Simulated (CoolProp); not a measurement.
A closed Brayton cycle with carbon dioxide: compressor inlet 308.15 K and 9.9 MPa, high pressure 33.1 MPa, turbine inlet 800 K, compressor efficiency 0.85, turbine efficiency 0.85, recuperator effectiveness 0.9 (on enthalpy, no pinch check). Each further row changes one setting.

Values from CoolProp's reference Helmholtz-energy equation of state, Span 1996.

```json
[
 {"case": "as stated", "thermal efficiency (%)": "34.9", "net work (kJ/kg)": "107", "compressor to turbine work": "0.25", "compressor exit (K)": "342.2", "turbine exit (K)": "665.4"},
 {"case": "turbine inlet 750 K", "thermal efficiency (%)": "33.1", "net work (kJ/kg)": "96.4", "compressor to turbine work": "0.27", "compressor exit (K)": "342.2", "turbine exit (K)": "619.9"},
 {"case": "compressor inlet 318.15 K", "thermal efficiency (%)": "33.2", "net work (kJ/kg)": "97.1", "compressor to turbine work": "0.32", "compressor exit (K)": "378.5", "turbine exit (K)": "665.4"},
 {"case": "high pressure 28.1 MPa", "thermal efficiency (%)": "33.7", "net work (kJ/kg)": "96.6", "compressor to turbine work": "0.22", "compressor exit (K)": "336.4", "turbine exit (K)": "683.1"},
 {"case": "recuperator effectiveness 0.5", "thermal efficiency (%)": "22.8", "net work (kJ/kg)": "107", "compressor to turbine work": "0.25", "compressor exit (K)": "342.2", "turbine exit (K)": "665.4"}
]
```
